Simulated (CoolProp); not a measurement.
1,2-dichloroethane along the isotherm 226.85 °C: Z from the reference equation and from simpler models built on Tc = 288.4 °C, pc = 5226 kPa, ω = 0.269; each cubic takes its own stable root.

Model: reference Helmholtz-energy equation of state, Thol 2015, in CoolProp.

```
p (kPa)   phase  reference
-------  ------  ---------
24.8        gas     0.9976
37.4        gas     0.9964
56.4        gas     0.9945
85.1        gas     0.9917
128         gas     0.9875
194         gas     0.9809
292         gas     0.9710
441         gas     0.9557
665         gas     0.9318
1000        gas     0.8941
1510        gas     0.8306
2280     liquid    0.06256
3440     liquid    0.09330
5200     liquid     0.1389
7840     liquid     0.2056
```

Question: How far does each simpler model (Redlich-Kwong, Soave-Redlich-Kwong) lie from the reference over these 15 states: mean and median of the absolute difference, and the worst?

Answer: 
- Redlich-Kwong: mean 77.6 %, median 0.3 %, worst +1088.0 % at 226.85 °C and 2280 kPa
- Soave-Redlich-Kwong: mean 5.2 %, median 0.1 %, worst +21.4 % at 226.85 °C and 2280 kPa

At some of these states Redlich-Kwong gives the other phase, because its saturation line lies elsewhere.
